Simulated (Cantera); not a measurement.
Input (Python, Cantera):

```python
import numpy as np
import cantera as ct

gas = ct.Solution("gri30.yaml")
gas.TPX = 1223, 29000, {'CH4': 1, 'O2': 0.87, 'N2': 3.27, 'H2O': 0.9}
reactor = ct.IdealGasConstPressureReactor(gas, energy="on", clone=False)
net = ct.ReactorNet([reactor])
net.rtol, net.atol = 1e-08, 1e-16
show = ['CH4', 'O2', 'H2O', 'CO2', 'OH', 'H2O2']
times = np.geomspace(1e-06, 5, 11)

steps = ct.SolutionArray(gas, extra=["t"])
rows = []
print(f"{'t/s':>10s}{'T/K':>9s}{'P/Pa':>11s}" + "".join(f"{s:>11s}" for s in show))
for t in times:
    while net.time < t:
        t_next = net.step()
        steps.append(gas.state, t=t_next)
    rows.append([np.interp(t, steps.t, y) for y in (steps.T, steps.P, *steps(*show).X.T)])
    print(f"{t:10.3e}{rows[-1][0]:9.1f}{rows[-1][1]:11.4g}" + "".join(f"{x:11.3e}" for x in rows[-1][2:]))
rate = np.gradient(steps.T, steps.t)
print("integrator steps:", len(steps.t))
if steps.T.max() > steps.T[0] + 200:
    print(f"time of steepest temperature rise: {steps.t[rate.argmax()]:.4e} s")
gas.TPX = 1223, 29000, {'CH4': 1, 'O2': 0.87, 'N2': 3.27, 'H2O': 0.9}
gas.equilibrate("HP")
print(f"equilibrium (HP): T = {gas.T:.1f} K  " + "  ".join(f"{s} {gas[s].X[0]:.3e}" for s in show))
```

It prints:

```
       t/s      T/K       P/Pa        CH4         O2        H2O        CO2         OH       H2O2
 1.000e-06   1223.0    2.9e+04  1.656e-01  1.440e-01  1.490e-01  4.711e-21  3.583e-12  1.005e-13
 4.676e-06   1223.0    2.9e+04  1.656e-01  1.440e-01  1.490e-01  6.150e-19  1.084e-11  2.184e-12
 2.187e-05   1223.0    2.9e+04  1.656e-01  1.440e-01  1.490e-01  3.586e-17  2.017e-11  4.661e-11
 1.023e-04   1223.0    2.9e+04  1.656e-01  1.440e-01  1.490e-01  2.389e-15  5.841e-11  9.167e-10
 4.782e-04   1223.0    2.9e+04  1.656e-01  1.440e-01  1.490e-01  2.884e-13  3.214e-10  1.275e-08
 2.236e-03   1223.0    2.9e+04  1.656e-01  1.440e-01  1.490e-01  7.282e-11  2.354e-09  6.421e-08
 1.046e-02   1223.1    2.9e+04  1.655e-01  1.440e-01  1.490e-01  1.043e-08  8.847e-09  6.077e-08
 4.890e-02   1224.6    2.9e+04  1.651e-01  1.438e-01  1.493e-01  1.865e-07  1.647e-08  1.831e-07
 2.287e-01   2018.8    2.9e+04  2.162e-03  3.581e-07  2.223e-01  2.660e-02  1.642e-04  1.409e-10
 1.069e+00   1998.3    2.9e+04  1.638e-11  2.917e-07  2.031e-01  2.530e-02  1.357e-04  1.091e-10
 5.000e+00   1998.5    2.9e+04  1.607e-11  2.923e-07  2.031e-01  2.530e-02  1.359e-04  1.093e-10
integrator steps: 2406
time of steepest temperature rise: 2.2207e-01 s
equilibrium (HP): T = 1998.5 K  CH4 1.874e-11  O2 2.924e-07  H2O 2.031e-01  CO2 2.530e-02  OH 1.359e-04  H2O2 1.093e-10
```

Cantera simulation using GRI-Mech 3.0 (53 species, 325 reactions); the numbers are that mechanism's predictions, not measurements.
